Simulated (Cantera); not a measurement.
A closed system holds: 1 mol Pb, 7.3 mol CO, 31 mol H2, held at 775 K and 0.000800 bar.

These are equilibrium values from Cantera (NASA tables, ideal gas, pure condensed phases), not measurements of a reactor. Candidate condensed phases: C, C6H6, C7H8, C8H18, H2O, Pb, PbO, PbO2, Pb3O4; 113 gas species. Rates play no part.

Base state: H2 0.812, CO 0.176, CO2 0.00567, H2O 0.00517, CH4 0.00108, Pb 3.11e-5 (mole fractions); condensed: C(graphite) + Pb(l).

What changes in the equilibrium state with this change: temperature from 775 K to 1148 K?


```tsv
species	before	after
H2	0.812	0.789
CO	0.176	0.186
Pb	3.11e-5	0.0254
CO2	0.00567	1.49e-6
H2O	0.00517	7.47e-6
CH4	0.00108	8.93e-6
C(graphite), mol	0.369	0
Pb(l), mol	0.999	0
```

What changes in the equilibrium state with this change: temperature from 775 K to 823.15 K?


```json
[
 {"species": "H2", "before": "0.812", "after": "0.809"},
 {"species": "CO", "before": "0.176", "after": "0.187"},
 {"species": "H2O", "before": "0.00517", "after": "0.00160"},
 {"species": "CO2", "before": "0.00567", "after": "0.00133"},
 {"species": "Pb", "before": "3.11e-5", "after": "0.000169"},
 {"species": "CH4", "before": "0.00108", "after": "0.000488"},
 {"species": "C(graphite), mol", "before": "0.369", "after": "0.0932"},
 {"species": "Pb(l), mol", "before": "0.999", "after": "0.994"}
]
```

What changes in the equilibrium state with this change: temperature from 775 K to 748.15 K?


```csv
species,before,after
H2,0.812,0.815
CO,0.176,0.161
CO2,0.00567,0.0123
H2O,0.00517,0.0100
Pb,3.11e-5,1.10e-5
CH4,0.00108,0.00176
"C(graphite), mol",0.369,0.770
"Pb(l), mol",0.999,1.000
```
